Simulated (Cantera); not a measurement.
Feed: 1 mol SO2, 0.57 mol O2, held at 973.15 K and 0.000890 bar.

These are equilibrium values from Cantera (NASA tables, ideal gas, pure condensed phases), not measurements of a reactor. Candidate condensed phases: S; 10 gas species. Equilibrium is a limit: real reactors are often held back by kinetics, nucleation or transport.

Base state: SO2 0.618, O2 0.354, SO3 0.0274 (mole fractions); condensed: gas only.

What changes in the equilibrium state with this change: SO2 replaced by CO2?


```tsv
species	before	after
CO2	0	0.637
O2	0.354	0.363
SO2	0.618	0
SO3	0.0274	0
```
Further candidate phases: C.

What changes in the equilibrium state with this change: SO2 replaced by H2O?


```json
[
 {"species": "H2O", "before": "0", "after": "0.637"},
 {"species": "O2", "before": "0.354", "after": "0.363"},
 {"species": "SO2", "before": "0.618", "after": "0"},
 {"species": "SO3", "before": "0.0274", "after": "0"}
]
```
Further candidate phases: H2O.
